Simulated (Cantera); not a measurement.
Adiabatic ignition

An adiabatic, constant-volume homogeneous reactor starts with CO : H2 : O2 : N2 = 1 : 0.89 : 0.859 : 10.3 (molar parts), at 1550 K and 10.0 bar.

Model: GRI-Mech 3.0 (53 species, 325 reactions), integrated in Cantera. The hydrogen kinetics of GRI-Mech 3.0 are dated; newer H2 mechanisms differ, most at raised pressure.

```tsv
t (s)	T (K)	P (bar)	x CO	x H2	x O2	x OH	x CO2	x O	x NO
2.00e-6	1551	10.0	0.0766	0.0676	0.0655	6.59e-5	4.71e-5	7.13e-5	1.95e-10
7.29e-6	2327	14.4	0.0389	0.00741	0.0138	0.00733	0.0411	0.00398	8.58e-5
2.65e-5	2583	15.7	0.0238	0.00404	0.00563	0.00423	0.0575	0.000790	0.000235
9.67e-5	2635	16.0	0.0198	0.00330	0.00345	0.00322	0.0617	0.000413	0.000512
0.000352	2634	16.0	0.0199	0.00332	0.00316	0.00310	0.0617	0.000382	0.00125
0.00128	2626	15.9	0.0203	0.00342	0.00278	0.00294	0.0612	0.000348	0.00265
0.00468	2623	15.9	0.0205	0.00347	0.00263	0.00287	0.0610	0.000334	0.00326
0.0170	2623	15.9	0.0205	0.00347	0.00263	0.00287	0.0610	0.000333	0.00327
0.0620	2623	15.9	0.0205	0.00347	0.00263	0.00287	0.0610	0.000333	0.00327
0.226	2623	15.9	0.0205	0.00347	0.00263	0.00287	0.0610	0.000333	0.00327
0.823	2623	15.9	0.0205	0.00347	0.00263	0.00287	0.0610	0.000333	0.00327
3.00	2623	15.9	0.0205	0.00347	0.00263	0.00287	0.0610	0.000333	0.00327
```
x: mole fraction; the columns are a selection and need not sum to one.

| Property | Value |
|---|---|
| time of steepest temperature rise | 3.39 µs |
| temperature at 3.00 s | 2623 K |
| equilibrium temperature | 2623 K |
| x(CO) at 3.00 s | 0.0205 (gas-phase equilibrium 0.0205) |
| x(H2) at 3.00 s | 0.00347 (gas-phase equilibrium 0.00347) |
| x(O2) at 3.00 s | 0.00263 (gas-phase equilibrium 0.00263) |
